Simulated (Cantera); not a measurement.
Feed: 1 mol SiHCl3, 0.017 mol C3H8, 66 mol H2, equilibrated at 0.230 bar.

Equilibrium computed with Cantera from the NASA thermochemical tables; the gas is ideal and each condensed phase is pure. Candidate condensed phases: C, C6H6, C7H8, C8H18, Si, SiC; 109 gas species. Mutual solubility and eutectic melting of coexisting phases are not modelled. The tables' values for SiCl3 are old estimates; treat these amounts as uncertain. Equilibrium is a limit: real reactors are often held back by kinetics, nucleation or transport.

log p: log10 of the partial pressure in bar; n: condensed amount in mol.

```tsv
T (K)	log p H2	log p HCl	log p SiCl4	log p SiHCl3	n Si(s)	n SiC(s)
925	-0.65	-3.00	-2.86	-2.94	0.172	0.0503
975	-0.65	-2.81	-2.89	-2.97	0.217	0.0504
1025	-0.65	-2.64	-2.94	-3.02	0.275	0.0505
1075	-0.65	-2.49	-3.01	-3.08	0.345	0.0505
1125	-0.65	-2.36	-3.12	-3.17	0.422	0.0506
1175	-0.65	___	___	___	___	0.0506
1225	-0.65	-2.19	-3.49	-3.46	0.562	0.0506
1275	-0.65	-2.14	-3.76	-3.67	0.608	0.0507
1325	-0.66	-2.12	___	___	0.636	0.0507
1375	-0.66	-2.10	-4.42	-4.17	0.648	0.0507
```

Some entries are withheld; supply them.


- 1175, log p HCl: -2.27
- 1175, log p SiCl4: -3.28
- 1175, log p SiHCl3: -3.29
- 1175, n Si(s): 0.497
- 1325, log p SiCl4: -4.08
- 1325, log p SiHCl3: -3.91
